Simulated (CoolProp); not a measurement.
Properties of R1224YDZ at several states.

Values from CoolProp's reference Helmholtz-energy equation of state, Akasaka 2023.

```tsv
T (°C)	p (MPa)	phase	density (kg/m³)	cv (kJ/(kg K))	Joule-Thomson coefficient (K/MPa)	expansivity (1/kK)	fugacity coefficient
-51.55	0.105	liquid	1554	0.7198	-0.4101	1.543	0.02825
130.35	10.3	liquid	1099	0.9473	___	3.053	___
-16.15	0.439	liquid	1468	___	-0.3572	1.696	___
-6.05	0.0111	gas	0.7476	0.6450	___	3.881	0.9927
41.75	14.7	liquid	1366	0.8377	-0.2924	1.728	0.02963
```

Question: Fill in the missing entries.

Answer: 
- 130.35, Joule-Thomson coefficient (K/MPa): 0.1595
- 130.35, fugacity coefficient: 0.2128
- -16.15, cv (kJ/(kg K)): 0.7598
- -16.15, fugacity coefficient: 0.05845
- -6.05, Joule-Thomson coefficient (K/MPa): 69.38
